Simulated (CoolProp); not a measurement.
The numbers come from the reference Helmholtz-energy equation of state, de Reuck 1990 in CoolProp.

For fluorine, give the phase and the cp (kJ/(kg K)), cv (kJ/(kg K)) at 112.9 K and 496 kPa; 144.8 K and 496 kPa; 176.8 K and 496 kPa.


- 112.9 K and 496 kPa: gas; cp 0.883, cv 0.587
- 144.8 K and 496 kPa: gas; cp 0.816, cv 0.565
- 176.8 K and 496 kPa: gas; cp 0.798, cv 0.563
